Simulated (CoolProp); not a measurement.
Vapour-liquid equilibrium of dimethyl carbonate (1) + cyclohexane (2) at 1.44 MPa; x and y are mole fractions of (1).

The numbers come from the multi-fluid Helmholtz-energy mixture model, Zhou 2011 and Zhou 2014; pair parameters Bell 2016 in CoolProp.

Problem. Give the bubble temperature and the first vapour's composition at x = 0.05, 0.2, 0.95. Is there an azeotrope?

Solution. x = 0.05: 473.3 K, y = 0.092; x = 0.2: 466.0 K, y = 0.278; x = 0.95: 473.6 K, y = 0.909. y crosses x between x = 0.35 and 0.5: the model has an azeotrope there.

The pair parameters rest on a limited set of measurements; away from them the model extrapolates.
